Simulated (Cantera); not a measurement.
A perfectly stirred reactor is fed with N2O = 7 (molar parts), at 10.00 Torr; it is held at 1400 K, and followed from long to short residence time.

Cantera simulation using GRI-Mech 3.0 (53 species, 325 reactions); the numbers are that mechanism's predictions, not measurements. GRI-Mech 3.0 was tuned for natural gas; its chemistry of N2O as a main component is partial and can be far from experiment. Radical loss at walls, strong at low pressure, is not modelled. The temperature is held fixed by assumption; the heat of reaction is taken as removed at once.

Task: Predict: x(N2O) at τ = 0.530 s; x(O) at τ = 0.530 s; x(NO) at τ = 0.530 s; x(O2) at τ = 0.530 s; x(NO2) at τ = 0.530 s; x(N2O) at τ = 43.0 ms; x(O) at τ = 43.0 ms; x(NO) at τ = 43.0 ms; x(O2) at τ = 43.0 ms; x(NO2) at τ = 43.0 ms.

Result: 
| Property | Value |
|---|---|
| x(N2O) at τ = 0.530 s | 0.857 |
| x(O) at τ = 0.530 s | 2.56e-5 |
| x(NO) at τ = 0.530 s | 0.0188 |
| x(O2) at τ = 0.530 s | 0.0382 |
| x(NO2) at τ = 0.530 s | 2.05e-6 |
| x(N2O) at τ = 43.0 ms | 0.987 |
| x(O) at τ = 43.0 ms | 2.54e-5 |
| x(NO) at τ = 43.0 ms | 0.00174 |
| x(O2) at τ = 43.0 ms | 0.00355 |
| x(NO2) at τ = 43.0 ms | 6.43e-8 |
